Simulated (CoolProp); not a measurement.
Vapour-liquid equilibrium of dimethyl ether (1) + isobutane (2) at 336.6 K; x and y are mole fractions of (1).

Values from CoolProp's multi-fluid Helmholtz-energy mixture model, Wu 2011 and Bücker 2006; pair parameters Bell 2016.

```tsv
x	bubble pressure (MPa)	y at the bubble point	dew pressure at overall composition x (MPa)	liquid density (mol/L)
0.05	1.000	0.093	0.9720	8.682
0.2	1.156	0.307	1.075	9.090
0.35	1.282	0.464	1.190	9.563
0.5	(withheld)	0.594	1.310	(withheld)
0.65	1.463	(withheld)	1.423	10.78
0.8	(withheld)	0.828	1.510	11.56
0.95	1.559	0.954	1.558	12.50
```

**Question.** Fill in the missing entries.

**Answer.** 
- 0.5, bubble pressure (MPa): 1.383
- 0.5, liquid density (mol/L): 10.12
- 0.65, y at the bubble point: 0.711
- 0.8, bubble pressure (MPa): 1.522

No azeotrope shows between x = 0.05 and 0.95.

The pair parameters rest on a limited set of measurements; away from them the model extrapolates.
